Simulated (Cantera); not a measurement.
Cantera run, input and output.

```python
import numpy as np
import cantera as ct

gas = ct.Solution("gri30.yaml")
gas.TPX = 1975, 360, {'C2H6': 1, 'N2': 44}
inlet = ct.Reservoir(gas, clone=True)

reactor = ct.IdealGasConstPressureReactor(gas, energy="off", clone=False)
exhaust = ct.Reservoir(gas, clone=True)
tau = [2.1, 1, 0.52, 0.26, 0.13, 0.063, 0.032, 0.016, 0.0078, 0.0039, 0.0019][0]
for a, b in ((inlet, reactor), (reactor, exhaust)):
    ct.MassFlowController(a, b, mdot=lambda t: reactor.mass / tau)
net = ct.ReactorNet([reactor])
show = ['C2H6', 'CH3', 'C2H', 'C2H2', 'H2', 'HCN']

rows = []
print(f"{'tau/s':>10s}{'T/K':>9s}" + "".join(f"{s:>11s}" for s in show))
for tau in [2.1, 1, 0.52, 0.26, 0.13, 0.063, 0.032, 0.016, 0.0078, 0.0039, 0.0019]:
    net.initial_time = 0.0
    net.advance(30 * tau)
    before = gas.X
    net.advance(40 * tau)
    drift = np.max(np.abs(gas.X - before) / (gas.X + 1e-9))
    rows.append([gas.T, *gas[show].X, drift])
    print(f"{tau:10.3e}{gas.T:9.1f}" + "".join(f"{x:11.3e}" for x in gas[show].X))
```

Output:

```
     tau/s      T/K       C2H6        CH3        C2H       C2H2         H2        HCN
 2.100e+00   1975.0  2.671e-06  3.615e-04  1.017e-05  2.000e-02  4.065e-02  1.505e-03
 1.000e+00   1975.0  5.600e-06  5.398e-04  1.043e-05  2.000e-02  4.004e-02  1.016e-03
 5.200e-01   1975.0  1.071e-05  7.637e-04  1.084e-05  1.983e-02  3.931e-02  7.277e-04
 2.600e-01   1975.0  2.118e-05  1.099e-03  1.148e-05  1.950e-02  3.829e-02  5.165e-04
 1.300e-01   1975.0  4.171e-05  1.578e-03  1.235e-05  1.896e-02  3.695e-02  3.696e-04
 6.300e-02   1975.0  8.426e-05  2.300e-03  1.346e-05  1.811e-02  3.512e-02  2.613e-04
 3.200e-02   1975.0  1.619e-04  3.270e-03  1.461e-05  1.695e-02  3.287e-02  1.882e-04
 1.600e-02   1975.0  3.145e-04  4.670e-03  1.571e-05  1.528e-02  2.991e-02  1.329e-04
 7.800e-03   1975.0  6.235e-04  6.695e-03  1.631e-05  1.287e-02  2.596e-02  9.036e-05
 3.900e-03   1975.0  1.201e-03  9.289e-03  1.570e-05  9.847e-03  2.124e-02  5.965e-05
 1.900e-03   1975.0  2.347e-03  1.249e-02  1.291e-05  6.210e-03  1.553e-02  3.562e-05
```

Cantera simulation using GRI-Mech 3.0 (53 species, 325 reactions); the numbers are that mechanism's predictions, not measurements. GRI-Mech 3.0 stops at C3 and has no aromatics, soot or wall deposition, so with more carbon than oxygen in the feed, carbon stays in small species such as C2H2 where larger ones or solid carbon would form. Radical loss at walls, strong at low pressure, is not modelled.
